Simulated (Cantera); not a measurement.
Feed: 1 mol Si, 5.4 mol NF3, 1.6 mol N2, held at 10.0 mbar.

Equilibrium computed with Cantera from the NASA thermochemical tables; the gas is ideal and each condensed phase is pure. Candidate condensed phases: Si, Si3N4; 16 gas species. Rates play no part. All values below are at 1175 °C.

Base state: F 0.696, N2 0.246, SiF4 0.0572, F2 0.00105 (mole fractions); condensed: gas only.

What changes in the equilibrium state with this change: N2 from 1.6 to 15 mol?


```json
[
 {"species": "N2", "before": "0.246", "after": "0.573"},
 {"species": "F", "before": "0.696", "after": "0.394"},
 {"species": "SiF4", "before": "0.0572", "after": "0.0324"},
 {"species": "F2", "before": "0.00105", "after": "0.000338"}
]
```
